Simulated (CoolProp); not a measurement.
A single-stage vapour-compression cycle with R1233zd(E): evaporating at 249.15 K (dew point), condensing at 313.15 K (bubble point), superheat 0 K, subcooling 5 K, compressor efficiency 0.8, no pressure losses. Each further row changes one setting.

Computed with CoolProp (reference Helmholtz-energy equation of state, Akasaka 2022).

| case | cooling COP | pressure ratio | discharge temperature (K) | refrigerating effect (kJ/kg) | volumetric capacity (kJ/m³) |
|---|---|---|---|---|---|
| as stated | (withheld) | 14.4 | 330.2 | 146 | 139 |
| evaporating temperature 254.15 K | 2.84 | 11.0 | 327.6 | (withheld) | 182 |
| condensing temperature 308.15 K | 2.80 | 12.2 | 325.0 | 152 | 145 |
| subcooling 10 K | 2.61 | 14.4 | 330.2 | 152 | 145 |
| superheat 10 K | (withheld) | 14.4 | 340.9 | 153 | 140 |
| compressor efficiency 0.7 | (withheld) | 14.4 | 339.8 | 146 | 139 |

Complete the blanks.


- as stated, cooling COP: 2.51
- evaporating temperature 254.15 K, refrigerating effect (kJ/kg): 149
- superheat 10 K, cooling COP: 2.53
- compressor efficiency 0.7, cooling COP: 2.20
